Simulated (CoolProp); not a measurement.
Vapour-liquid equilibrium of propane (1) + R236FA (2) at 291.7 K; x and y are mole fractions of (1).

Model: multi-fluid Helmholtz-energy mixture model, Lemmon 2009 and Pan 2012; pair parameters Bell 2016, in CoolProp.

```tsv
x	bubble pressure (bar)	y at the bubble point	dew pressure at overall composition x (bar)	liquid density (mol/L)
0.05	3.242	0.336	2.294	…
0.15	4.892	0.578	2.558	9.256
0.25	5.989	0.671	2.888	9.377
0.35	6.687	0.720	…	9.512
0.45	7.136	0.751	3.864	9.668
0.55	…	0.775	…	9.855
0.65	7.703	0.800	5.705	10.09
0.75	7.919	…	7.125	10.37
0.85	…	0.875	…	10.72
0.95	8.125	0.946	8.122	11.15
```

Question: Complete the blanks.

Answer: 
- 0.05, liquid density (mol/L): 9.142
- 0.35, dew pressure at overall composition x (bar): 3.309
- 0.55, bubble pressure (bar): 7.451
- 0.55, dew pressure at overall composition x (bar): 4.626
- 0.75, y at the bubble point: 0.830
- 0.85, bubble pressure (bar): 8.084
- 0.85, dew pressure at overall composition x (bar): 8.011

y crosses x between x = 0.85 and 0.95: the model has an azeotrope there.

The pair parameters rest on a limited set of measurements; away from them the model extrapolates. With so large a gap from Raoult's law the liquid may split in two, which this calculation doesn't test in full.
